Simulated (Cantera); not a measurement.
A closed system holds: 1 mol C2H4, 0.069 mol NH3, 0.39 mol H2, equilibrated at 2600 °C and 101000 Pa.

Equilibrium computed with Cantera from the NASA thermochemical tables; the gas is ideal and each condensed phase is pure. Candidate condensed phases: C, C6H6, C7H8, C8H18; 92 gas species. Equilibrium is a limit: real reactors are often held back by kinetics, nucleation or transport.

Base state: H2 0.847, H 0.0961, C2H2 (acetylene) 0.0358, HCN 0.0115, N2 0.00619, HNC 0.00196, C4H2 0.000632, C2H 0.000577 (mole fractions); condensed: C(graphite).

**Question.** What changes in the equilibrium state with this change: C2H4 replaced by C?

**Answer.** 
| species | before | after |
|---|---|---|
| H2 | 0.847 | 0.792 |
| H | 0.0961 | 0.0929 |
| N2 | 0.00619 | 0.0446 |
| HCN | 0.0115 | 0.0299 |
| C2H2 (acetylene) | 0.0358 | 0.0335 |
| C2N2 | 3.36e-6 | 2.42e-5 |
| CN | 0.000119 | 0.000319 |
| HNC | 0.00196 | 0.00508 |
| CH4 | 6.52e-5 | 5.71e-5 |
| C3H3 (propargyl) | 1.26e-5 | 1.14e-5 |
| C(graphite), mol | 1.76 | 0.941 |

**Question.** What changes in the equilibrium state with this change: NH3 from 0.069 to 0.033 mol?

**Answer.** 
| species | before | after |
|---|---|---|
| H2 | 0.847 | 0.855 |
| H | 0.0961 | 0.0966 |
| C2H2 (acetylene) | 0.0358 | 0.0362 |
| HCN | 0.0115 | 0.00700 |
| N2 | 0.00619 | 0.00226 |
| CN | 0.000119 | 7.19e-5 |
| HNC | 0.00196 | 0.00119 |
| CH4 | 6.52e-5 | 6.65e-5 |
| CH3 | 0.000121 | 0.000123 |
| C3H3 (propargyl) | 1.26e-5 | 1.28e-5 |
| C(graphite), mol | 1.76 | 1.78 |
